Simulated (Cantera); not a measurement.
C2H4 + H2 + N2 (carbon deposition, reforming and gasification)

Charge: 1 mol C2H4, 8.6 mol H2, 6.8 mol N2, equilibrated at 65.0 Pa.

Cantera equilibrium calculation (NASA polynomials, part measured and part estimated; ideal gas, pure solids and liquids). Candidate condensed phases: C, C6H6, C7H8, C8H18; 110 gas species. Ions and electrons are included (thermal ionisation). Equilibrium is a limit: real reactors are often held back by kinetics, nucleation or transport.

```tsv
T (K)	log p H	log p N	log p N2	log p C	log p CN	log p H2
3000	-3.34	-6.77	-3.83	-4.89	-5.00	-5.07
3250	-3.34	-6.13	-3.84	-4.54	-5.03	-5.68
3500	-3.34	-5.58	-3.84	-4.44	-5.25	-6.22
3750	-3.34	-5.10	-3.85	-4.40	-5.50	-6.68
4000	-3.34	-4.69	-3.87	-4.39	-5.74	-7.09
4250	-3.35	-4.34	-3.92	-4.39	-5.98	-7.47
4500	-3.37	-4.06	-4.03	-4.40	-6.23	-7.81
4750	-3.39	-3.85	-4.21	-4.42	-6.51	-8.14
5000	-3.41	-3.73	-4.49	-4.44	-6.82	-8.43
```
log p: log10 of the partial pressure in bar; nothing condenses.

From 3000 K to 5000 K nothing is condensed. The main C-bearing gas is C3 at 3000 K and C at 5000 K.
